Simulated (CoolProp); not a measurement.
Computed with CoolProp (reference Helmholtz-energy equation of state, Penoncello 2003).

Q: For CHF3 (R23), give the phase and the cp (kJ/(kg K)), cv (kJ/(kg K)), Prandtl number at 164.5 K and 0.101 MPa; 195.2 K and 0.101 MPa; 266.9 K and 0.101 MPa.

A: 
- 164.5 K and 0.101 MPa: liquid; cp 1.21, cv 0.717, Prandtl number 3.69
- 195.2 K and 0.101 MPa: gas; cp 0.679, cv 0.525, Prandtl number 0.809
- 266.9 K and 0.101 MPa: gas; cp 0.696, cv 0.571, Prandtl number 0.780

Viscosity comes from a separate model (Shan 2000). Thermal conductivity comes from a separate model (Shan 2000).
